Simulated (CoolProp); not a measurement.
Vapour-liquid equilibrium of cyclohexane (1) + toluene (2) at 361.5 K; x and y are mole fractions of (1).

Computed with CoolProp (multi-fluid Helmholtz-energy mixture model, Zhou 2014 and Lemmon 2006; pair parameters Bell 2016).

### Question
Give the bubble pressure and the first vapour's composition at x = 0.2, 0.5, 0.875. Is there an azeotrope?

### Answer
x = 0.2: 0.07194 MPa, y = 0.416; x = 0.5: 0.09598 MPa, y = 0.707; x = 0.875: 0.1196 MPa, y = 0.930. No azeotrope shows between x = 0.05 and 0.95.

Pair parameters are fitted to limited data, so mixtures are less certain than the pure fluids.
